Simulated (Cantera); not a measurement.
A closed system holds: 1 mol SrCl2, 3.7 mol H2, 0.34 mol N2, at 1000 °C and 10000 Pa.

These are equilibrium values from Cantera (NASA tables, ideal gas, pure condensed phases), not measurements of a reactor. Candidate condensed phases: NH4Cl, Sr, SrCl2; 15 gas species. Rates play no part.

Base state: H2 0.916, N2 0.0842, SrCl2 6.84e-5 (mole fractions); condensed: SrCl2(l).

Question: What changes in the equilibrium state with this change: 0.99 mol H2O added?

Answer: 
```json
[
 {"species": "H2", "before": "0.916", "after": "0.735"},
 {"species": "H2O", "before": "0", "after": "0.196"},
 {"species": "N2", "before": "0.0842", "after": "0.0675"},
 {"species": "SrCl2", "before": "6.84e-5", "after": "6.84e-5"},
 {"species": "HCl", "before": "2.84e-6", "after": "0.00140"},
 {"species": "SrCl2(l), mol", "before": "1.000", "after": "0.996"},
 {"species": "SrO(s), mol", "before": "0", "after": "0.00353"}
]
```
Mutual solubility and eutectic melting of coexisting phases are not modelled. Condensed phases not in the tables: oxide chlorides. Further candidate phases: H2O, SrO, Sr(OH)2.
